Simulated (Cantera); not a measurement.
Feed: 1 mol Fe(CO)5, 1.1 mol O2, 18 mol H2, held at 925 °C and 133 Pa.

Method: chemical equilibrium by Gibbs-energy minimisation in Cantera with the NASA 1993 tables (ideal gas, pure condensed phases). Candidate condensed phases: C, C6H6, C7H8, C8H18, Fe, Fe(CO)5, FeO, Fe(OH)2, Fe(OH)3, Fe2O3, Fe3O4, H2O; 114 gas species. Kinetics and transport are ignored.

Base state: H2 0.703, CO 0.201, H2O 0.0791, CO2 0.0165 (mole fractions); condensed: Fe(γ).

Problem. What changes in the equilibrium state with this change: H2 from 18 to 0.38 mol?

Solution. 
| species | before | after |
|---|---|---|
| CO | 0.201 | 0.726 |
| CO2 | 0.0165 | 0.203 |
| H2 | 0.703 | 0.0511 |
| H2O | 0.0791 | 0.0196 |
| Fe(γ), mol | 1.000 | 0 |
| FeO(s), mol | 0 | 1.00 |
The tables' stoichiometric FeO is somewhat more stable than real wüstite, so its field is too wide. FeO: taken at fixed stoichiometry.
